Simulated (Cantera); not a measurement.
What does this Cantera script print?

```python
import numpy as np
import cantera as ct

gas = ct.Solution("gri30.yaml")


def delay(T, t_max=10):
    gas.TPX = T, 100000, {'CH4': 1, 'H2': 0.087, 'O2': 3.52, 'N2': 12}
    reactor = ct.IdealGasConstPressureReactor(gas, clone=False)
    net = ct.ReactorNet([reactor])
    net.rtol, net.atol = 1e-8, 1e-16
    while net.time < t_max:
        t_old, T_old = net.time, reactor.T
        net.step()
        if reactor.T > T + 400:  # ignition: a rise of 400 K
            return t_old + (T + 400 - T_old) / (reactor.T - T_old) * (net.time - t_old)
    return np.nan


taus = []
for T in [1048, 1148, 1248, 1348, 1448, 1548, 1648, 1748, 1848]:
    taus.append(delay(T))
    print(f"T0 = {T:6g} K   tau = {taus[-1]:.4e} s")
```

It prints:

```
T0 =   1048 K   tau = 7.8913e-02 s
T0 =   1148 K   tau = 2.4266e-02 s
T0 =   1248 K   tau = 7.4419e-03 s
T0 =   1348 K   tau = 2.4839e-03 s
T0 =   1448 K   tau = 9.4972e-04 s
T0 =   1548 K   tau = 4.2090e-04 s
T0 =   1648 K   tau = 2.1086e-04 s
T0 =   1748 K   tau = 1.1561e-04 s
T0 =   1848 K   tau = 6.7887e-05 s
```

Model: GRI-Mech 3.0 (53 species, 325 reactions), integrated in Cantera.
